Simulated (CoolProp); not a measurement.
Vapour-liquid equilibrium of propane (1) + toluene (2) at 318.1 K; x and y are mole fractions of (1).

Values from CoolProp's multi-fluid Helmholtz-energy mixture model, Lemmon 2009 and Lemmon 2006; pair parameters Bell 2016.

```
x      bubble pressure, mixture model (kPa)  bubble pressure, Raoult's law (kPa)  y, mixture model  y, Raoult's law
-----  ------------------------------------  -----------------------------------  ----------------  ---------------
0.05                                  128.8                                86.00             0.923            0.891
0.125                                 297.5                                200.2             0.967            0.957
0.2                                   451.4                                314.4             0.978            0.975
0.275                                 588.8                                428.6             0.983            0.983
0.35                                  709.4                                542.8             0.987            0.988
0.425                                 814.8                                657.0             0.989            0.991
0.5                                   907.5                                771.2             0.990            0.994
0.575                                 990.8                                885.4             0.991            0.995
0.65                                   1069                                999.6             0.992            0.997
0.725                                  1146                                 1114             0.993            0.998
0.8                                    1229                                 1228             0.995            0.998
0.875                                  1323                                 1342             0.996            0.999
0.95                                   1437                                 1456             0.998            1.000
```

The largest gap from Raoult's law is +49.8 % in bubble pressure, at x = 0.05. No azeotrope shows between x = 0.05 and 0.95.

Pair parameters are fitted to limited data, so mixtures are less certain than the pure fluids. The gap from Raoult's law changes sign with composition, which may be real or a fault of the pair parameters; it wasn't checked against measurements.
